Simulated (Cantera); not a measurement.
Mixture: 1.75 % C3H8, 19.5 % O2, 73.3 % N2, 5.44 % CO2, at 1.01 bar, adiabatic and at constant pressure. Ignition delay is the time to a rise of 400 K.

Cantera simulation using GRI-Mech 3.0 (53 species, 325 reactions); the numbers are that mechanism's predictions, not measurements. GRI-Mech 3.0 was tuned for natural gas; its chemistry of propane as a main component is partial and can be far from experiment.

Predict: delay at 1025 K; delay at 1100 K; delay at 1175 K; delay at 1250 K; delay at 1325 K; delay at 1400 K; apparent activation energy between 1250 and 1400 K.

delay at 1025 K: 0.300 s
delay at 1100 K: 52.0 ms
delay at 1175 K: 9.83 ms
delay at 1250 K: 2.21 ms
delay at 1325 K: 0.621 ms
delay at 1400 K: 0.221 ms
apparent activation energy between 1250 and 1400 K: 220 kJ/mol
